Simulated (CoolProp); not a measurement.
The numbers come from the reference Helmholtz-energy equation of state, Span 2000 in CoolProp.

### Question
For nitrogen, give the phase and the cv (kJ/(kg K)), viscosity (µPa s) at -164.35 °C and 264 bar.

### Answer
- -164.35 °C and 264 bar: liquid; cv 1.00, viscosity 99.8

Viscosity comes from a separate model (Lemmon 2004).
